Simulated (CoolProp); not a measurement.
A single-stage vapour-compression cycle with the fluid: evaporating at 224.15 K (dew point), condensing at 264.15 K (bubble point), superheat 2 K, subcooling 0 K, compressor efficiency 0.65, no pressure losses. The same conditions are run with several fluids, on thermodynamics alone (safety and materials aside).

Model: reference Helmholtz-energy equation of state of each fluid (R143a: Lemmon and Jacobsen 2000; R507A: Lemmon 2003; CH2F2 (R32): Tillner-Roth 1997; dimethyl ether: Wu 2011; n-butane: Bücker 2006; C2F6 (R116): Lemmon 2006), in CoolProp. Blends and air are pseudo-pure fits.

```json
[
 {"fluid": "R143a", "cooling COP": "3.05", "pressure ratio": "4.98", "discharge temperature (K)": "298.3", "refrigerating effect (kJ/kg)": "174", "volumetric capacity (kJ/m³)": "759"},
 {"fluid": "R507A", "cooling COP": "___", "pressure ratio": "___", "discharge temperature (K)": "294.0", "refrigerating effect (kJ/kg)": "148", "volumetric capacity (kJ/m³)": "740"},
 {"fluid": "CH2F2 (R32)", "cooling COP": "3.03", "pressure ratio": "5.21", "discharge temperature (K)": "354.9", "refrigerating effect (kJ/kg)": "315", "volumetric capacity (kJ/m³)": "1060"},
 {"fluid": "dimethyl ether", "cooling COP": "3.17", "pressure ratio": "6.22", "discharge temperature (K)": "321.9", "refrigerating effect (kJ/kg)": "405", "volumetric capacity (kJ/m³)": "___"},
 {"fluid": "n-butane", "cooling COP": "3.18", "pressure ratio": "7.21", "discharge temperature (K)": "296.9", "refrigerating effect (kJ/kg)": "___", "volumetric capacity (kJ/m³)": "107"},
 {"fluid": "C2F6 (R116)", "cooling COP": "2.44", "pressure ratio": "3.75", "discharge temperature (K)": "___", "refrigerating effect (kJ/kg)": "59.2", "volumetric capacity (kJ/m³)": "1880"}
]
```

What belongs in the gaps?


- R507A, cooling COP: 3.02
- R507A, pressure ratio: 5.12
- dimethyl ether, volumetric capacity (kJ/m³): 312
- n-butane, refrigerating effect (kJ/kg): 340
- C2F6 (R116), discharge temperature (K): 274.4
